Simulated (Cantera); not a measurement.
A closed system holds: 1 mol NaI, 16 mol N2, at 0.0593 Torr.

These are equilibrium values from Cantera (NASA tables, ideal gas, pure condensed phases), not measurements of a reactor. Candidate condensed phases: I2, Na, NaI; 7 gas species. The numbers say what is thermodynamically allowed, not how fast it happens. All values below are at 1300 K.

Base state: N2 0.937, NaI 0.0542, Na 0.00432, I 0.00432 (mole fractions); condensed: gas only.

Problem. What changes in the equilibrium state with this change: pressure from 0.0593 Torr to 0.00308 Torr?

Solution. 
| species | before | after |
|---|---|---|
| N2 | 0.937 | 0.926 |
| NaI | 0.0542 | 0.0413 |
| I | 0.00432 | 0.0166 |
| Na | 0.00432 | 0.0166 |

Problem. What changes in the equilibrium state with this change: NaI replaced by PbCl2?

Solution. 
| species | before | after |
|---|---|---|
| N2 | 0.937 | 0.934 |
| PbCl2 | 0 | 0.0433 |
| PbCl | 0 | 0.0122 |
| NaI | 0.0542 | 0 |
| Cl | 0 | 0.00794 |
| Na | 0.00432 | 0 |
| I | 0.00432 | 0 |
The tables' values for PbCl4 are old estimates; treat these amounts as uncertain. Further candidate phases: Pb, PbCl2.
